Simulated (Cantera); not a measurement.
## Stirred combustor or abatement burner

A perfectly stirred reactor is fed with 6.01 % CH₄, 0.571 % C₂H₆, 19.5 % O₂, 73.3 % N₂, 0.595 % CO₂, equivalence ratio 0.72, at 1.48 atm; it is adiabatic with a 525 K inlet, and is followed from long to short residence time, starting on the burning branch (τ in s: 0.35, 0.11, 0.036, 0.012, 0.0037, 0.0012, 0.00039, 0.00012, 4e-05, 1.3e-05, 4.2e-06).

Model: GRI-Mech 3.0 (53 species, 325 reactions), integrated in Cantera.

```json
[
 {"τ (s)": "0.35", "T (K)": "2030", "x CH₄": "1.16e-6", "x C₂H₆": "1.66e-8", "x O₂": "0.0538", "x NO": "0.000641", "x HO₂": "1.54e-6"},
 {"τ (s)": "0.11", "T (K)": "2028", "x CH₄": "3.26e-6", "x C₂H₆": "4.98e-8", "x O₂": "0.0541", "x NO": "0.000281", "x HO₂": "1.67e-6"},
 {"τ (s)": "0.036", "T (K)": "2022", "x CH₄": "7.89e-6", "x C₂H₆": "1.35e-7", "x O₂": "0.0542", "x NO": "0.000145", "x HO₂": "2.02e-6"},
 {"τ (s)": "0.012", "T (K)": "2009", "x CH₄": "1.70e-5", "x C₂H₆": "3.32e-7", "x O₂": "0.0545", "x NO": "8.96e-5", "x HO₂": "2.91e-6"},
 {"τ (s)": "0.0037", "T (K)": "1983", "x CH₄": "3.73e-5", "x C₂H₆": "8.19e-7", "x O₂": "0.0553", "x NO": "5.75e-5", "x HO₂": "5.11e-6"},
 {"τ (s)": "0.0012", "T (K)": "1939", "x CH₄": "8.15e-5", "x C₂H₆": "1.92e-6", "x O₂": "0.0567", "x NO": "3.80e-5", "x HO₂": "9.41e-6"},
 {"τ (s)": "0.00039", "T (K)": "1872", "x CH₄": "0.000195", "x C₂H₆": "4.71e-6", "x O₂": "0.0594", "x NO": "2.50e-5", "x HO₂": "1.74e-5"},
 {"τ (s)": "0.00012", "T (K)": "1766", "x CH₄": "0.000627", "x C₂H₆": "1.50e-5", "x O₂": "0.0656", "x NO": "1.31e-5", "x HO₂": "3.54e-5"},
 {"τ (s)": "4.0e-5", "T (K)": "525", "x CH₄": "0.0601", "x C₂H₆": "0.00571", "x O₂": "0.195", "x NO": "<1e-12", "x HO₂": "<1e-12"},
 {"τ (s)": "1.3e-5", "T (K)": "525", "x CH₄": "0.0601", "x C₂H₆": "0.00571", "x O₂": "0.195", "x NO": "<1e-12", "x HO₂": "<1e-12"},
 {"τ (s)": "4.2e-6", "T (K)": "525", "x CH₄": "0.0601", "x C₂H₆": "0.00571", "x O₂": "0.195", "x NO": "<1e-12", "x HO₂": "<1e-12"}
]
```
x: mole fraction; the columns are a selection and need not sum to one.
